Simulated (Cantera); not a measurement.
# C2H2 + NH3 (carbon deposition, reforming and gasification)

Charge: 1 mol C2H2, 3 mol NH3, at 0.00790 bar.

These are equilibrium values from Cantera (NASA tables, ideal gas, pure condensed phases), not measurements of a reactor. Candidate condensed phases: C, C6H6, C7H8, C8H18; 92 gas species. Equilibrium is a limit: real reactors are often held back by kinetics, nucleation or transport.

| T (°C) | log p H2 | log p N2 | log p H | log p HCN | n C(graphite) |
|---|---|---|---|---|---|
| 1352 | -2.21 | -2.77 | -5.26 | -5.11 | 1.99 |
| 1452 | -2.21 | -2.77 | -4.84 | -4.87 | 1.99 |
| 1552 | -2.21 | -2.78 | -4.46 | -4.65 | 1.98 |
| 1652 | -2.21 | -2.78 | -4.13 | -4.46 | 1.96 |
| 1752 | -2.22 | -2.78 | -3.83 | -4.29 | 1.94 |
| 1852 | -2.23 | -2.79 | -3.55 | -4.14 | 1.91 |
| 1952 | -2.24 | -2.80 | -3.31 | -4.01 | 1.87 |
| 2052 | -2.27 | -2.81 | -3.09 | -3.90 | 1.82 |
| 2152 | -2.30 | -2.83 | -2.90 | -3.80 | 1.75 |
log p: log10 of the partial pressure in bar; n: condensed amount in mol.

From 1352 °C to 2152 °C the condensed part is C(graphite). The main C-bearing gas is HCN throughout. The share of C in condensed phases is highest at 1352 °C (99.6 %) and lowest at 2152 °C (87.7 %).
